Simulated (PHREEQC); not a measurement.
A solution holds 0.0094 mol/kgw HCl and 0.0011 mol/kgw FeCl2, at 75 °C. Closed to the air; pH follows from the charge balance.

Equilibrium calculation in PHREEQC: Pitzer model, pitzer.dat.

Q: The ionic strength comes out as 0.0127 mol/kgw. What activity coefficients do Fe+2, H+, Cl- get?

A: Fe+2 0.60, H+ 0.89, Cl- 0.88. Single-ion values are on the MacInnes scale.

No solid was allowed to form. Species that the database lacks are ignored. Constants without temperature data keep their 25 °C values here.
